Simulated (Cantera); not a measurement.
## Thermodynamics of iron carbonyl, mercury and lead vapours, feed Pb + CO + N₂

Feed: 1 mol Pb, 1.4 mol CO, 91 mol N₂, at 13.3 mbar.

These are equilibrium values from Cantera (NASA tables, ideal gas, pure condensed phases), not measurements of a reactor. Candidate condensed phases: C, Pb, PbO, PbO₂, Pb₃O₄; 27 gas species. The numbers say what is thermodynamically allowed, not how fast it happens.

| T (K) | log p N₂ | log p CO | log p Pb | log p CO₂ | log p Pb₂ | log p C₂N₂ | n C(graphite) | n Pb(l) |
|---|---|---|---|---|---|---|---|---|
| 798 | -1.88 | -3.71 | -7.24 | -5.40 | <-13 | <-13 | 0.0275 | 1.000 |
| 873 | -1.88 | -3.70 | -6.20 | -6.34 | -12.65 | <-13 | 0.00318 | 0.996 |
| 948 | -1.88 | -3.70 | -5.32 | -7.15 | -11.18 | <-13 | 0.000494 | 0.967 |
| 1023 | -1.88 | -3.70 | -4.57 | -7.84 | -9.93 | <-13 | 0 | 0.815 |
| 1098 | -1.89 | -3.70 | -3.93 | -8.44 | -8.86 | <-13 | 0 | 0.183 |
| 1173 | -1.89 | -3.70 | -3.85 | -8.95 | -8.87 | -13.38 | 0 | 0 |
| 1248 | -1.89 | -3.70 | -3.85 | -9.40 | -9.03 | -12.55 | 0 | 0 |
| 1323 | -1.89 | -3.70 | -3.85 | -9.80 | -9.17 | -11.80 | 0 | 0 |
| 1398 | -1.89 | -3.70 | -3.85 | -10.16 | -9.30 | -11.14 | 0 | 0 |
| 1473 | -1.89 | -3.70 | -3.85 | -10.38 | -9.42 | -10.73 | 0 | 0 |
| 1548 | -1.89 | -3.70 | -3.85 | -10.36 | -9.53 | -10.80 | 0 | 0 |
log p: log10 of the partial pressure in bar; n: condensed amount in mol.

From 798 K to 948 K the condensed part is C(graphite) + Pb(l). From 1023 K to 1098 K the condensed part is Pb(l). From 1173 K to 1548 K nothing is condensed. The main Pb-bearing gas is Pb throughout.
